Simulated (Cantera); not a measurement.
# PbO + CH4 + CO (carbothermic reduction)

Feed: 1 mol PbO, 0.77 mol CH4, 0.25 mol CO, equilibrated at 0.133 bar.

These are equilibrium values from Cantera (NASA tables, ideal gas, pure condensed phases), not measurements of a reactor. Candidate condensed phases: C, C6H6, C7H8, C8H18, H2O, Pb, PbO, PbO2, Pb3O4; 113 gas species. Gases not in the tables: (PbO)n polymers. Rates play no part.

At 600 °C the condensed part is C(graphite) + Pb(l). From 750 °C to 1200 °C the condensed part is Pb(l). From 1350 °C to 2400 °C nothing is condensed.

| T (°C) | log p H2 | log p CO | log p Pb | log p CO2 | log p H | log p H2O | log p CH4 | log p OH | n C(graphite) | n Pb(l) |
|---|---|---|---|---|---|---|---|---|---|---|
| 600 | -1.14 | -1.47 | -6.20 | -1.88 | -10.90 | -1.97 | -2.62 | <-12 | 0.147 | 1.000 |
| 750 | -1.13 | -1.32 | -4.57 | -2.26 | -8.95 | -2.19 | -4.22 | -12.58 | 0 | 0.999 |
| 900 | -1.14 | -1.31 | -3.37 | -2.38 | -7.50 | -2.11 | -5.79 | -10.63 | 0 | 0.992 |
| 1050 | -1.16 | -1.31 | -2.45 | -2.50 | -6.38 | -2.07 | -7.02 | -9.13 | 0 | 0.931 |
| 1200 | -1.22 | -1.36 | -1.73 | -2.64 | -5.51 | -2.10 | -8.12 | -7.97 | 0 | 0.579 |
| 1350 | -1.30 | -1.44 | -1.43 | -2.79 | -4.81 | -2.16 | -9.12 | -7.05 | 0 | 0 |
| 1500 | -1.30 | -1.43 | -1.43 | -2.85 | -4.19 | -2.14 | -9.74 | -6.25 | 0 | 0 |
| 1650 | -1.30 | -1.43 | -1.43 | -2.90 | -3.68 | -2.13 | -10.27 | -5.58 | 0 | 0 |
| 1800 | -1.30 | -1.43 | -1.43 | -2.94 | -3.23 | -2.13 | -10.72 | -5.00 | 0 | 0 |
| 1950 | -1.31 | -1.43 | -1.43 | -2.98 | -2.85 | -2.13 | -11.11 | -4.51 | 0 | 0 |
| 2100 | -1.32 | -1.43 | -1.43 | -3.01 | -2.51 | -2.13 | -11.46 | -4.08 | 0 | 0 |
| 2250 | -1.34 | -1.44 | -1.44 | -3.04 | -2.22 | -2.14 | -11.78 | -3.70 | 0 | 0 |
| 2400 | -1.37 | -1.45 | -1.45 | -3.07 | -1.97 | -2.17 | -12.10 | -3.38 | 0 | 0 |
log p: log10 of the partial pressure in bar; n: condensed amount in mol.
